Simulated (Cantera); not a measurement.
Charge: 1 mol CsCl, 3.1 mol HCl, 150 mol H2, held at 0.00210 bar.

Equilibrium computed with Cantera from the NASA thermochemical tables; the gas is ideal and each condensed phase is pure. Candidate condensed phases: Cs, CsCl; 9 gas species. The numbers say what is thermodynamically allowed, not how fast it happens.

Problem. At 1373 K, list the 4 most abundant gas species with their mole fractions, and the condensed phases.

Solution. H2 0.973, HCl 0.0201, CsCl 0.00649, H 7.17e-5. Condensed: gas only.
